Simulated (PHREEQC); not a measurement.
A solution holds 0.0012 mol NaOH, 0.0036 mol NaAlO2 and 0.032 mol Na2CO3 per kg of water, at 60 °C. Closed to the air; pH follows from the charge balance.

The numbers come from PHREEQC with the ion-association model, phreeqc.dat.

* **pH**: 10.48
* **ionic strength**: 0.0595 mol/kgw
* **density**: 0.987 g/cm³
* **total alkalinity**: 79.6 meq/kg

```tsv
species	molality	activity	log γ
Na+	0.0494	0.0397	-0.095
NaCO3-	0.0194	0.0155	-0.097
CO3-2	0.0101	0.00432	-0.370
OH-	0.00370	0.00291	-0.104
Al(OH)4-	0.00360	0.00288	-0.097
HCO3-	0.00246	0.00199	-0.092
NaHCO3	3.67e-5	3.72e-5	0.006
CO2	1.27e-7	1.29e-7	0.006
Al(OH)3	2.30e-8	2.33e-8	0.006
```

Precipitation was switched off in this run. Saturation is exceeded, for instance for Gibbsite (slow to form); the values hold only as long as no solid forms. At this temperature some constants are extrapolated from 25 °C, and those without enthalpy data are left unchanged.
